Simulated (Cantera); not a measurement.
Stirred combustor or abatement burner

A perfectly stirred reactor is fed with CH₄ : O₂ : N₂ = 1 : 2.78 : 10.4 (molar parts), at 420000 Pa; it is adiabatic with a 725 K inlet, and is followed from long to short residence time, starting on the burning branch (τ in s: 0.19, 0.078, 0.032, 0.013, 0.0052, 0.0021, 0.00086, 0.00035, 0.00014, 5.8e-05).

Cantera simulation using GRI-Mech 3.0 (53 species, 325 reactions); the numbers are that mechanism's predictions, not measurements.

```csv
τ (s),T (K),x CH₄,x O₂,x NO₂,x N₂O,x C₂H₂,x NO
0.19,2189,5.21e-7,0.0531,4.32e-6,6.68e-7,4.59e-12,0.00323
0.078,2191,1.24e-6,0.0537,2.73e-6,6.79e-7,2.51e-11,0.00203
0.032,2192,2.90e-6,0.0542,1.51e-6,6.96e-7,1.32e-10,0.00110
0.013,2191,6.68e-6,0.0545,8.01e-7,7.38e-7,6.43e-10,0.000563
0.0052,2186,1.48e-5,0.0548,4.51e-7,8.31e-7,2.64e-9,0.000297
0.0021,2175,3.02e-5,0.0551,2.89e-7,9.81e-7,8.10e-9,0.000177
0.00086,2155,5.77e-5,0.0558,1.99e-7,1.13e-6,1.91e-8,0.000116
0.00035,2123,0.000109,0.0570,1.33e-7,1.17e-6,3.96e-8,7.91e-5
0.00014,2074,0.000216,0.0590,8.24e-8,1.08e-6,8.37e-8,5.28e-5
5.8e-5,2004,0.000459,0.0627,4.94e-8,9.14e-7,2.04e-7,3.38e-5
```
x: mole fraction; the columns are a selection and need not sum to one.
